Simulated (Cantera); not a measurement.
Feed: 1 mol SiC, 0.075 mol C, 6.1 mol H2, at 820000 Pa.

Equilibrium computed with Cantera from the NASA thermochemical tables; the gas is ideal and each condensed phase is pure. Candidate condensed phases: C, C6H6, C7H8, C8H18, Si, SiC; 87 gas species. Gases not in the tables: Si2H6 and higher silanes. Rates play no part.

At 2123 K, list the 5 most abundant gas species with their mole fractions, and the condensed phases.

H2 0.994, CH4 0.00253, C2H2 (acetylene) 0.00165, H 0.00125, CH3 6.18e-5. Condensed: C(graphite) + SiC(s).
